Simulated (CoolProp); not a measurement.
The fluid at 282.37 K and 0.0593 MPa is throttled through a valve to 0.00467 MPa with no heat exchange. The same conditions are run with several fluids, on thermodynamics alone (safety and materials aside).

The numbers come from the reference Helmholtz-energy equation of state of each fluid (carbonyl sulfide: Lemmon 2006; isobutane: Bücker 2006; trans-2-butene: Lemmon 2005; R134a: Tillner-Roth 1994; R407C: Lemmon 2003) in CoolProp. Blends and air are pseudo-pure fits.

| fluid | temperature change (K) | final density (kg/m³) |
|---|---|---|
| carbonyl sulfide | -1.3 | 0.120 |
| isobutane | -1.4 | 0.116 |
| trans-2-butene | -2.1 | 0.113 |
| R134a | -1.4 | 0.204 |
| R407C | -1.4 | 0.172 |
